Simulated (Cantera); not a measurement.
Iron carbonyl, mercury and lead vapours: Fe(CO)5 + O2 + H2

Charge: 1 mol Fe(CO)5, 0.045 mol O2, 6.7 mol H2, at 952 °C and 10.0 Torr.

Cantera equilibrium calculation (NASA polynomials, part measured and part estimated; ideal gas, pure solids and liquids). Candidate condensed phases: C, C6H6, C7H8, C8H18, Fe, Fe(CO)5, FeO, Fe(OH)2, Fe(OH)3, Fe2O3, Fe3O4, H2O; 114 gas species. Kinetics and transport are ignored.

```json
{
  "x(H2)": "0.568",
  "x(CO)": "0.425",
  "x(H2O)": "0.00510",
  "x(CO2)": "0.00260",
  "x(H)": "2.03e-6",
  "n(Fe(γ))": "1.00 mol",
  "gas_amount": "11.70 mol",
  "log10 activity of C(graphite) (absent)": "-1.91",
  "log10 activity of Fe(OH)2(s) (absent)": "-10.94",
  "log10 activity of Fe(OH)3(s) (absent)": "-18.86"
}
```
